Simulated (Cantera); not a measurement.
A closed system holds: 1 mol B2O3, a varied amount of N2, equilibrated at 1975 °C and 1.00 bar.

Method: chemical equilibrium by Gibbs-energy minimisation in Cantera with the NASA 1993 tables (ideal gas, pure condensed phases). Candidate condensed phases: B, BN, B2O3; 17 gas species. The numbers say what is thermodynamically allowed, not how fast it happens.

Problem. Which condensed phases are stable at each of these points (n(N2) (mol)): 1.1, 1.4, 1.7, 2.1, 2.4, 2.8, 3.1, 3.4, 3.8, 4.1, 4.4?

Solution. 
```tsv
n(N2) (mol)	condensed phases	B condensed (%)
1.1	B2O3(l)	1.6
1.4	gas only	0.0
1.7	gas only	0.0
2.1	gas only	0.0
2.4	gas only	0.0
2.8	gas only	0.0
3.1	gas only	0.0
3.4	gas only	0.0
3.8	gas only	0.0
4.1	gas only	0.0
4.4	gas only	0.0
```

At 1.1 mol N2 the condensed part is B2O3(l). From 1.4 mol N2 to 4.4 mol N2 nothing is condensed.
